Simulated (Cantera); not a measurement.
Input: 1 mol CCl₄, 0.28 mol F₂, 0.1 mol H₂, 0.46 mol HCl, held at 1298.15 K and 10000 Pa.

Method: chemical equilibrium by Gibbs-energy minimisation in Cantera with the NASA 1993 tables (ideal gas, pure condensed phases). Candidate condensed phases: C, C₆H₆, C₇H₈, C₈H₁₈; 118 gas species. Gases not in the tables: C₂F₆ and larger saturated fluorocarbons. Kinetics and transport are ignored.

Base state: Cl₂ 0.698, HCl 0.163, HF 0.0732, Cl 0.0322, CF₄ 0.0278, CClF₃ 0.00484, CCl₂F₂ 0.000800, CCl₃F 0.000109 (mole fractions); condensed: C(graphite).

Task: What changes in the equilibrium state with this change: temperature from 1298.15 K to 2100 K?

Result: 
| species | before | after |
|---|---|---|
| Cl | 0.0322 | 0.799 |
| HF | 0.0732 | 0.110 |
| Cl₂ | 0.698 | 0.0565 |
| HCl | 0.163 | 0.0299 |
| CF₄ | 0.0278 | 0.000543 |
| F | 8.76e-8 | 0.00240 |
| CF | <1e-9 | 1.78e-5 |
| CCl₄ | 2.91e-5 | 9.57e-9 |
| C(graphite), mol | 0.906 | 0.988 |

Task: What changes in the equilibrium state with this change: temperature from 1298.15 K to 1248 K?

Result: 
| species | before | after |
|---|---|---|
| Cl₂ | 0.698 | 0.705 |
| HCl | 0.163 | 0.174 |
| HF | 0.0732 | 0.0649 |
| Cl | 0.0322 | 0.0203 |
| CF₄ | 0.0278 | 0.0299 |
| CCl₄ | 2.91e-5 | 4.11e-5 |
| CCl₃F | 0.000109 | 0.000134 |
| C(graphite), mol | 0.906 | 0.900 |
